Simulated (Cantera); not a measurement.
**N2O furnace oxynitridation**

An isothermal, constant-pressure homogeneous reactor starts with N2O : H2 : N2 = 1 : 0.0023 : 0.26 (molar parts), at 1175 K and 24000 Pa.

Model: GRI-Mech 3.0 (53 species, 325 reactions), integrated in Cantera. GRI-Mech 3.0 was tuned for natural gas; its chemistry of N2O as a main component is partial and can be far from experiment. The mechanism lacks the step 2 NO + O2 → 2 NO2, which can matter for NO2 below about 1400 K. The temperature is held fixed by assumption; the heat of reaction is taken as removed at once.

```tsv
t (s)	x N2O	x H2	x N2	x NO2	x NO	x H2O2	x O
4.00e-6	0.792	0.00182	0.206	<1e-12	1.53e-9	<1e-12	1.34e-7
1.72e-5	0.792	0.00182	0.206	<1e-12	2.49e-8	<1e-12	4.73e-7
7.39e-5	0.792	0.00182	0.206	<1e-12	2.88e-7	<1e-12	1.02e-6
0.000317	0.792	0.00182	0.206	8.46e-11	1.85e-6	2.63e-11	1.13e-6
0.00136	0.792	0.00179	0.206	2.79e-8	8.97e-6	4.50e-9	1.12e-6
0.00586	0.791	0.00152	0.207	2.23e-6	3.74e-5	1.31e-7	1.14e-6
0.0252	0.789	0.000702	0.209	2.24e-5	0.000145	5.12e-8	1.17e-6
0.108	0.780	6.91e-5	0.214	8.69e-5	0.000621	3.03e-9	1.18e-6
0.465	0.745	1.02e-7	0.235	0.000116	0.00281	5.43e-10	1.16e-6
2.00	0.619	1.66e-9	0.312	0.000134	0.0109	5.19e-10	1.13e-6
```
x: mole fraction; the columns are a selection and need not sum to one.

Equilibrium at this temperature and pressure: N2O 5.95e-9, H2 3.77e-11, N2 0.715, NO2 1.94e-6, NO 0.000179, H2O2 6.49e-12, O 1.60e-8 (gas phase only).
